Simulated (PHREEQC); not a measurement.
A column of 0.5 m (30 cells, dispersivity 0.018 m, 300 s a shift, diffusion coefficient 3e-10 m²/s) holds 0.037 eq of the database's cation exchanger X per kg of pore water, first in equilibrium with 52 mmol/kgw CdCl2, 15 mmol/kgw ZnSO4, 2.7 mmol/kgw MnCl2 and 0.01 mmol/kgw HCl. It is flushed with 0.45 mmol/kgw KBr, 18 mmol/kgw CdCl2 and 0.01 mmol/kgw HCl, at 40 °C. Values are for the last cell. The system is closed to CO2. Precipitation was switched off in this run.

The series has 31 steps of pore volumes, from 0 to 5.017.

Equilibrium calculation in PHREEQC: ion-association model, phreeqc.dat.

**Question.** After how many pore volumes does Br at the outlet first reach half of its feed value?

**Answer.** By 1.0 pore volumes.

**Question.** After how many pore volumes does K at the outlet first reach half of its feed value?

**Answer.** By 1.7 pore volumes.

Complexes and solids missing from the database can't appear. Constants without temperature data keep their 25 °C values here.
